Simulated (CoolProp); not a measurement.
Saturation properties of oxygen (Tc = -118.6 °C, pc = 5046 kPa, ω = 0.022).

Computed with CoolProp (reference Helmholtz-energy equation of state, Schmidt 1985).

```tsv
T (°C)	p (kPa)	liquid cp (kJ/(kg K))	vapour Z	surface tension (mN/m)	liquid conductivity (mW/(m K))
-193.75	27.75	1.681	0.9876	15.9	(withheld)
-188.85	(withheld)	1.687	0.9803	14.6	159
-184.05	90.30	1.697	0.9705	13.4	152
-179.25	146.9	1.711	0.9580	12.2	145
-174.35	229.4	1.732	0.9421	11.0	138
-169.55	339.9	1.758	0.9234	9.87	(withheld)
-164.65	489.3	1.794	(withheld)	8.73	124
-159.85	677.7	1.839	0.8755	7.63	117
-155.05	(withheld)	1.899	0.8466	(withheld)	110
-150.15	1212	1.980	0.8131	5.49	103
-145.35	1565	2.089	0.7760	4.49	95.8
```

Problem. Fill in the missing entries.

Solution. 
- -193.75, liquid conductivity (mW/(m K)): 166
- -188.85, p (kPa): 52.26
- -169.55, liquid conductivity (mW/(m K)): 131
- -164.65, vapour Z: 0.9009
- -155.05, p (kPa): 914.1
- -155.05, surface tension (mN/m): 6.55

It boils at -183.0 °C under 1 atm.

Thermal conductivity comes from a separate model (Lemmon 2004). Surface tension comes from a separate correlation (Mulero 2012).
